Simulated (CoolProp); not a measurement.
Computed with CoolProp (reference Helmholtz-energy equation of state, Gao 2022).

For n-perfluorohexane, give the phase and the density (kg/m³), Joule-Thomson coefficient (K/MPa), isothermal compressibility (1/MPa), expansivity (1/kK) at 113.25 °C and 806 kPa; 145.15 °C and 227 kPa; 157.15 °C and 274 kPa.


- 113.25 °C and 806 kPa: liquid; density 1380, Joule-Thomson coefficient 0.178, isothermal compressibility 0.0133, expansivity 3.35
- 145.15 °C and 227 kPa: gas; density 23.5, Joule-Thomson coefficient 10.5, isothermal compressibility 4.71, expansivity 2.97
- 157.15 °C and 274 kPa: gas; density 27.7, Joule-Thomson coefficient 9.82, isothermal compressibility 3.93, expansivity 2.96
